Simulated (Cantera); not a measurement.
# Si + HBr (silicon etching in halogen gases)

Input: 1 mol Si, 14 mol HBr, equilibrated at 41000 Pa.

These are equilibrium values from Cantera (NASA tables, ideal gas, pure condensed phases), not measurements of a reactor. Candidate condensed phases: Br2, Si; 19 gas species. The tables' values for SiBr3 are old estimates; treat these amounts as uncertain. Kinetics and transport are ignored.

```tsv
T (°C)	x HBr	x H2	x SiBr4	x SiBr2	x Br	x SiBr3
1150	0.770	0.150	0.0708	0.00243	0.00282	0.00263
1200	0.772	0.147	0.0666	0.00489	0.00443	0.00396
1250	0.775	0.143	0.0606	0.00887	0.00683	0.00554
1300	0.778	0.137	0.0527	0.0145	0.0103	0.00716
1350	0.780	0.130	0.0436	0.0215	0.0152	0.00855
1400	0.780	0.124	0.0342	0.0292	0.0220	0.00947
1450	0.777	0.119	0.0254	0.0368	0.0309	0.00980
1500	0.770	0.116	0.0179	0.0437	0.0421	0.00955
```
x: gas mole fraction; nothing condenses.

From 1150 °C to 1500 °C nothing is condensed. The main Si-bearing gas is SiBr4 at 1150 °C and SiBr2 at 1500 °C.
